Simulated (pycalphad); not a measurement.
Source of the numbers: pycalphad with the COST 507 light-alloy database (1999); pressure 1 atm. The data set is of 1999 and partly superseded. Phase fractions are per mole of atoms. Diffusion is slow at the low end, where real alloys seldom reach equilibrium.

Q: Give the equilibrium state of Mg-2.497Al-1.817Si (wt.%) at 525 K.

A: 
```
T = 525.00 K, P = 101325 Pa, N = 1 mol of atoms
G = -20026 J/mol, H = 5090 J/mol, S = 47.84 J/(mol K)  (SER reference)
chemical potentials (J/mol): Mg -19055, Al -25180, Si -71808
phase             fraction      x(Mg)      x(Al)      x(Si)
HCP_A3              0.9526     0.9763     0.0237    7.2e-10
MG2SI               0.0474     0.6667       none     0.3333
```

Q: Give the equilibrium state of Mg-2.497Al-1.817Si (wt.%) at 425 K.

A: hcp, fraction 0.937, with 1.9 Al, <0.01 Si wt.%; MG2SI, fraction 0.047, with no Al, 36.6 Si wt.%; ALMG_GAMMA, fraction 0.015, with 43.9 Al, no Si wt.%.

Database names, with the compositions (at.%) that they take in these runs: MG2SI: Mg 67 Si 33; ALMG_GAMMA: Mg 59 Al 41. HCP_A3 is hcp. An entry "none" or "no" means that the model of the phase leaves that element out.
